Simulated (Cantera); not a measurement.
**Chemical vapour transport: AlN + Br2**

Charge: 1 mol AlN, 0.24 mol Br2, held at 1300 Pa.

Cantera equilibrium calculation (NASA polynomials, part measured and part estimated; ideal gas, pure solids and liquids). Candidate condensed phases: Al, AlBr3, AlN, Br2; 10 gas species. Equilibrium is a limit: real reactors are often held back by kinetics, nucleation or transport.

| T (K) | x AlBr3 | x N2 | x AlBr | x Br | x Al2Br6 | x Br2 | n AlN(s) |
|---|---|---|---|---|---|---|---|
| 875 | 0.665 | 0.334 | 1.47e-11 | 1.19e-6 | 0.00141 | 1.63e-8 | 0.840 |
| 975 | 0.666 | 0.333 | 2.36e-9 | 9.19e-6 | 0.000319 | 6.11e-8 | 0.840 |
| 1075 | 0.667 | 0.333 | 1.44e-7 | 4.86e-5 | 9.66e-5 | 1.80e-7 | 0.840 |
| 1175 | 0.666 | 0.333 | 4.35e-6 | 0.000194 | 3.64e-5 | 4.42e-7 | 0.840 |
| 1275 | 0.666 | 0.333 | 7.60e-5 | 0.000628 | 1.62e-5 | 9.48e-7 | 0.840 |
| 1375 | 0.665 | 0.333 | 0.000870 | 0.00172 | 8.17e-6 | 1.82e-6 | 0.840 |
| 1475 | 0.657 | 0.332 | 0.00708 | 0.00409 | 4.48e-6 | 3.19e-6 | 0.839 |
| 1575 | 0.618 | 0.330 | 0.0432 | 0.00861 | 2.41e-6 | 5.04e-6 | 0.833 |
x: gas mole fraction; n: condensed amount in mol.

From 875 K to 1575 K the condensed part is AlN(s). The main Al-bearing gas is AlBr3 throughout.
